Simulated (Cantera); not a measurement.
Input: 1 mol Cu, 0.021 mol CO₂, 10 mol CO, equilibrated at 1998 K and 0.00133 bar.

Method: chemical equilibrium by Gibbs-energy minimisation in Cantera with the NASA 1993 tables (ideal gas, pure condensed phases). Candidate condensed phases: C, Cu, CuO, Cu₂O; 15 gas species. Equilibrium is a limit: real reactors are often held back by kinetics, nucleation or transport.

Base state: CO 0.907, Cu 0.0907, CO₂ 0.00190, Cu₂ 1.07e-5 (mole fractions); condensed: gas only.

Question: What changes in the equilibrium state with this change: temperature from 1998 K to 1673 K?

Answer: 
```csv
species,before,after
CO,0.907,0.915
Cu,0.0907,0.0834
CO₂,0.00190,0.00192
Cu₂,1.07e-5,8.81e-5
"Cu(l), mol",0,0.0867
```
